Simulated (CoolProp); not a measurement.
Vapour-liquid equilibrium of R143a (1) + R152A (2) at 0.238 MPa; x and y are mole fractions of (1).

Values from CoolProp's multi-fluid Helmholtz-energy mixture model, Lemmon and Jacobsen 2000 and Outcalt 1996; pair parameters Bell 2016.

### Question
Give the bubble temperature and the first vapour's composition at x = 0.125, 0.5, 0.575. Is there an azeotrope?

### Answer
x = 0.125: 264.7 K, y = 0.275; x = 0.5: 254.2 K, y = 0.705; x = 0.575: 252.7 K, y = 0.759. No azeotrope shows between x = 0.05 and 0.95.

The pair parameters rest on a limited set of measurements; away from them the model extrapolates.
